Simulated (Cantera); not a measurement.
What does this Cantera script print?

```python
import numpy as np
import cantera as ct

gas = ct.Solution("gri30.yaml", transport_model="mixture-averaged")
show = ['H', 'O', 'NO']

rows = []
print(f"{'T/K':>7s}{'rho':>11s}{'cp':>10s}{'mu':>11s}{'lambda':>11s}{'Pr':>7s}" + "".join(f"{'D_' + s:>11s}" for s in show))
for T in [400, 550, 700, 850, 1000, 1150, 1300, 1450]:
    gas.TPX = T, 2666, {'C3H8': 0.56, 'C2H4': 0.53}
    Pr = gas.cp_mass * gas.viscosity / gas.thermal_conductivity
    D = [gas.mix_diff_coeffs_mole[gas.species_index(s)] for s in show]
    rows.append([gas.density, gas.cp_mass, gas.viscosity, gas.thermal_conductivity, Pr, *D])
    print(f"{T:7g}{gas.density:11.4e}{gas.cp_mass:10.1f}{gas.viscosity:11.4e}"
          f"{gas.thermal_conductivity:11.4e}{Pr:7.3f}" + "".join(f"{d:11.4e}" for d in D))
print("SI units: kg/m3, J/kg/K, Pa s, W/m/K, m2/s")
```

Result:

```
    T/K        rho        cp         mu     lambda     Pr        D_H        D_O       D_NO
    400 2.9096e-02    2037.2 1.1881e-05 3.2097e-02  0.754 4.9461e-03 1.3195e-03 8.4037e-04
    550 2.1160e-02    2604.4 1.5757e-05 5.4244e-02  0.757 8.8040e-03 2.3110e-03 1.4792e-03
    700 1.6626e-02    3067.2 1.9202e-05 7.7570e-02  0.759 1.3468e-02 3.5021e-03 2.2479e-03
    850 1.3692e-02    3426.3 2.2322e-05 1.0085e-01  0.758 1.8859e-02 4.8743e-03 3.1341e-03
   1000 1.1638e-02    3732.2 2.5192e-05 1.2359e-01  0.761 2.4917e-02 6.4145e-03 4.1292e-03
   1150 1.0120e-02    3957.7 2.7864e-05 1.4561e-01  0.757 3.1602e-02 8.1127e-03 5.2266e-03
   1300 8.9525e-03    4151.5 3.0377e-05 1.6682e-01  0.756 3.8879e-02 9.9612e-03 6.4210e-03
   1450 8.0264e-03    4317.2 3.2758e-05 1.8721e-01  0.755 4.6722e-02 1.1953e-02 7.7083e-03
SI units: kg/m3, J/kg/K, Pa s, W/m/K, m2/s
```

Detailed kinetics in Cantera: GRI-Mech 3.0 (53 species, 325 reactions). The composition is frozen, though it would react at the higher temperatures.
